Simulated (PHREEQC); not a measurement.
Make-up at 25 °C: 0.0022 mol H2SO4 and 4.2e-05 mol CuSO4 per kg of water. Closed to the air; pH follows from the charge balance.

Computed with PHREEQC (ion-association model, phreeqc.dat).

No solid was allowed to form.

### Question
Estimate the pH, specific conductance.

### Answer
pH 2.44; specific conductance 1570 µS/cm.

### Question
In which forms is S present?

### Answer
SO4-2 78 %, HSO4- 22 % of the S.
